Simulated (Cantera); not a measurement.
Cantera run, input and output.

```python
import numpy as np
import cantera as ct

gas = ct.Solution("gri30.yaml")


def delay(T, t_max=10):
    gas.TPX = T, 45000, {'CO': 1, 'H2': 0.12, 'O2': 0.295, 'N2': 1.11}
    reactor = ct.IdealGasConstPressureReactor(gas, clone=False)
    net = ct.ReactorNet([reactor])
    net.rtol, net.atol = 1e-8, 1e-16
    while net.time < t_max:
        t_old, T_old = net.time, reactor.T
        net.step()
        if reactor.T > T + 400:  # ignition: a rise of 400 K
            return t_old + (T + 400 - T_old) / (reactor.T - T_old) * (net.time - t_old)
    return np.nan


taus = []
for T in [1048, 1148, 1248, 1348, 1448, 1548, 1648, 1748, 1848]:
    taus.append(delay(T))
    print(f"T0 = {T:6g} K   tau = {taus[-1]:.4e} s")
```

Result:

```
T0 =   1048 K   tau = 5.0410e-04 s
T0 =   1148 K   tau = 2.9443e-04 s
T0 =   1248 K   tau = 2.1219e-04 s
T0 =   1348 K   tau = 1.7818e-04 s
T0 =   1448 K   tau = 1.7009e-04 s
T0 =   1548 K   tau = 1.7662e-04 s
T0 =   1648 K   tau = 1.9172e-04 s
T0 =   1748 K   tau = 2.1292e-04 s
T0 =   1848 K   tau = 2.3906e-04 s
```

Detailed kinetics in Cantera: GRI-Mech 3.0 (53 species, 325 reactions). Where the delays flatten at high temperature, the 400 K rule measures the pace of heat release, not the induction time.
